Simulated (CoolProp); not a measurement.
Vapour-liquid equilibrium of n-hexane (1) + n-decane (2) at 0.609 bar; x and y are mole fractions of (1).

Model: multi-fluid Helmholtz-energy mixture model, Thol 2019 and Lemmon 2006; pair parameters Kunz 2012, in CoolProp.

```csv
x,"bubble temperature, mixture model (°C)","bubble temperature, Raoult's law (°C)","y, mixture model","y, Raoult's law"
0.05,(withheld),135.9,0.400,0.465
0.2,(withheld),102.5,0.834,0.861
0.35,(withheld),85.0,0.937,0.946
0.5,75.2,73.9,0.972,0.975
0.65,(withheld),65.9,0.987,0.988
0.8,(withheld),59.7,0.995,0.995
0.95,54.9,54.8,0.999,0.999
```

Question: Some entries are withheld; supply them.

Answer: 
- 0.05, bubble temperature, mixture model (°C): 139.0
- 0.2, bubble temperature, mixture model (°C): 106.0
- 0.35, bubble temperature, mixture model (°C): 87.3
- 0.65, bubble temperature, mixture model (°C): 66.5
- 0.8, bubble temperature, mixture model (°C): 60.0

The largest gap from Raoult's law is +3.5 K in bubble temperature, at x = 0.2. No azeotrope shows between x = 0.05 and 0.95.

The pair parameters rest on a limited set of measurements; away from them the model extrapolates.
